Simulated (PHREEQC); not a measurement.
Dissolve 0.24 mol KOH, 3.4e-06 mol CO2 and 4.7e-05 mol Na2CO3 per kg of water at 25 °C. Closed to the air; pH follows from the charge balance.

The numbers come from PHREEQC with the ion-association model, phreeqc.dat.

**Question.** The ionic strength comes out as 0.240 mol/kgw. What activity coefficients do Na+, OH-, CO3-2, K+ get?

**Answer.** Na+ 0.74, OH- 0.69, CO3-2 0.29, K+ 0.70.

No solid was allowed to form.
